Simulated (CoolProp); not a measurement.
Vapour-liquid equilibrium of CH2F2 (R32) (1) + R236EA (2) at -1.65 °C; x and y are mole fractions of (1).

Values from CoolProp's multi-fluid Helmholtz-energy mixture model, Tillner-Roth 1997 and Rui 2013; pair parameters Bell 2016.

| x | bubble pressure (MPa) | y at the bubble point | dew pressure at overall composition x (MPa) | liquid density (mol/L) |
|---|---|---|---|---|
| 0.05 | 0.1011 | 0.305 | 0.07636 | 10.21 |
| 0.15 | 0.1604 | 0.597 | 0.08446 | 10.83 |
| 0.25 | 0.2230 | 0.738 | 0.09448 | 11.51 |
| 0.35 | 0.2882 | 0.819 | 0.1072 | 12.27 |
| 0.45 | 0.3558 | 0.873 | 0.1238 | 13.12 |
| 0.55 | 0.4258 | 0.911 | 0.1465 | 14.08 |
| 0.65 | 0.4981 | 0.939 | 0.1793 | 15.16 |
| 0.75 | 0.5730 | 0.961 | 0.2309 | 16.39 |
| 0.85 | 0.6505 | 0.979 | 0.3234 | 17.81 |
| 0.95 | 0.7304 | 0.994 | 0.5330 | 19.46 |

No azeotrope shows between x = 0.05 and 0.95.

The pair parameters rest on a limited set of measurements; away from them the model extrapolates.
